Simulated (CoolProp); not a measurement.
The fluid at 293.15 K and 2.4 MPa flows at 7.3 m/s in a round tube of 10 mm bore and 0.25 µm roughness, fully developed (64/Re and Nu = 3.66 if laminar; Colebrook and Gnielinski if turbulent). The same conditions are run with several fluids, on thermodynamics alone (safety and materials aside).

Model: reference Helmholtz-energy equation of state of each fluid (CH2F2 (R32): Tillner-Roth 1997; ethylbenzene: Zhou 2012; R134a: Tillner-Roth 1994; ethanol: Schroeder 2014; R404A: Lemmon 2003), in CoolProp. Blends and air are pseudo-pure fits.

| fluid | Reynolds number | Darcy friction factor | pressure drop (Pa/m) | heat-transfer coefficient (W/(m² K)) | mass flow (kg/h) |
|---|---|---|---|---|---|
| CH2F2 (R32) | 596000 | 0.0131 | 34600 | 18400 | 2040 |
| ethylbenzene | 96000 | 0.0183 | 42300 | 8310 | 1790 |
| R134a | 421000 | 0.0139 | 45700 | 12800 | 2550 |
| ethanol | 47700 | 0.0212 | 44700 | 7550 | 1630 |
| R404A | 562000 | 0.0133 | 38200 | 12500 | 2230 |

Transport values come from each fluid's own correlations; those of CH2F2 (R32), ethylbenzene, R134a are estimates that may be off by 10 % or more.
